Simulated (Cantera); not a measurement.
**Cu + F2 + H2 (aluminium and copper etching)**

A closed system holds: 1 mol Cu, 1 mol F2, 2.2 mol H2, at 0.128 Torr.

Cantera equilibrium calculation (NASA polynomials, part measured and part estimated; ideal gas, pure solids and liquids). Candidate condensed phases: Cu, CuF2; 15 gas species. Rates play no part.

| T (°C) | x HF | x H2 | x Cu | x CuF | x H | x Cu2 | n Cu(s) | n Cu(l) |
|---|---|---|---|---|---|---|---|---|
| 475 | 0.625 | 0.375 | <1e-12 | 1.22e-12 | 1.35e-11 | <1e-12 | 1.00 | 0 |
| 525 | 0.625 | 0.375 | 3.49e-12 | 1.64e-11 | 1.25e-10 | <1e-12 | 1.00 | 0 |
| 575 | 0.625 | 0.375 | 6.84e-11 | 1.61e-10 | 8.94e-10 | <1e-12 | 1.00 | 0 |
| 625 | 0.625 | 0.375 | 9.59e-10 | 1.23e-9 | 5.14e-9 | <1e-12 | 1.00 | 0 |
| 675 | 0.625 | 0.375 | 1.02e-8 | 7.55e-9 | 2.46e-8 | <1e-12 | 1.00 | 0 |
| 725 | 0.625 | 0.375 | 8.47e-8 | 3.86e-8 | 1.01e-7 | <1e-12 | 1.00 | 0 |
| 775 | 0.625 | 0.375 | 5.76e-7 | 1.68e-7 | 3.63e-7 | 2.16e-12 | 1.000 | 0 |
| 825 | 0.625 | 0.375 | 3.28e-6 | 6.41e-7 | 1.16e-6 | 2.55e-11 | 1.000 | 0 |
| 875 | 0.625 | 0.375 | 1.60e-5 | 2.17e-6 | 3.36e-6 | 2.42e-10 | 1.000 | 0 |
| 925 | 0.625 | 0.375 | 6.83e-5 | 6.61e-6 | 8.93e-6 | 1.90e-9 | 1.000 | 0 |
| 975 | 0.625 | 0.375 | 0.000259 | 1.84e-5 | 2.19e-5 | 1.25e-8 | 0.999 | 0 |
| 1025 | 0.624 | 0.375 | 0.000885 | 4.73e-5 | 5.03e-5 | 7.13e-8 | 0.997 | 0 |
| 1075 | 0.623 | 0.374 | 0.00276 | 0.000113 | 0.000109 | 3.55e-7 | 0.991 | 0 |
| 1125 | 0.620 | 0.372 | 0.00763 | 0.000245 | 0.000221 | 1.47e-6 | 0 | 0.975 |
x: gas mole fraction; n: condensed amount in mol.

From 475 °C to 1075 °C the condensed part is Cu(s). At 1125 °C the condensed part is Cu(l).
